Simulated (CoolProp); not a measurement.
Saturation properties of R123 (Tc = 456.8 K, pc = 36.62 bar, ω = 0.282).

Values from CoolProp's reference Helmholtz-energy equation of state, Younglove 1994. It is a modified Benedict-Webb-Rubin equation, recast in Helmholtz form.

```json
[
 {"T (K)": "276", "p (bar)": "0.3712", "enthalpy of vaporisation (kJ/kg)": "180.3", "surface tension (mN/m)": "17.8"},
 {"T (K)": "284.2", "p (bar)": "0.5283", "enthalpy of vaporisation (kJ/kg)": "177.1", "surface tension (mN/m)": "16.9"},
 {"T (K)": "292.4", "p (bar)": "0.7345", "enthalpy of vaporisation (kJ/kg)": "173.8", "surface tension (mN/m)": "15.9"},
 {"T (K)": "300.6", "p (bar)": "0.9996", "enthalpy of vaporisation (kJ/kg)": "170.3", "surface tension (mN/m)": "14.9"},
 {"T (K)": "308.8", "p (bar)": "1.335", "enthalpy of vaporisation (kJ/kg)": "166.8", "surface tension (mN/m)": "13.9"},
 {"T (K)": "316.9", "p (bar)": "…", "enthalpy of vaporisation (kJ/kg)": "…", "surface tension (mN/m)": "…"},
 {"T (K)": "325.1", "p (bar)": "2.255", "enthalpy of vaporisation (kJ/kg)": "159.5", "surface tension (mN/m)": "12.1"},
 {"T (K)": "333.3", "p (bar)": "2.871", "enthalpy of vaporisation (kJ/kg)": "155.7", "surface tension (mN/m)": "11.1"},
 {"T (K)": "341.5", "p (bar)": "3.608", "enthalpy of vaporisation (kJ/kg)": "151.6", "surface tension (mN/m)": "…"},
 {"T (K)": "349.7", "p (bar)": "…", "enthalpy of vaporisation (kJ/kg)": "147.4", "surface tension (mN/m)": "9.34"},
 {"T (K)": "357.9", "p (bar)": "5.502", "enthalpy of vaporisation (kJ/kg)": "142.9", "surface tension (mN/m)": "8.47"},
 {"T (K)": "366", "p (bar)": "6.674", "enthalpy of vaporisation (kJ/kg)": "138.3", "surface tension (mN/m)": "7.62"},
 {"T (K)": "374.2", "p (bar)": "8.041", "enthalpy of vaporisation (kJ/kg)": "133.4", "surface tension (mN/m)": "…"},
 {"T (K)": "382.4", "p (bar)": "9.607", "enthalpy of vaporisation (kJ/kg)": "128.1", "surface tension (mN/m)": "5.95"},
 {"T (K)": "390.6", "p (bar)": "11.39", "enthalpy of vaporisation (kJ/kg)": "122.4", "surface tension (mN/m)": "5.15"}
]
```

Problem. Complete the blanks.

Solution. 
- 316.9, p (bar): 1.746
- 316.9, enthalpy of vaporisation (kJ/kg): 163.3
- 316.9, surface tension (mN/m): 13.0
- 341.5, surface tension (mN/m): 10.2
- 349.7, p (bar): 4.480
- 374.2, surface tension (mN/m): 6.78

It boils at 301.0 K under 1 atm.

Surface tension comes from a separate correlation (Mulero 2012).
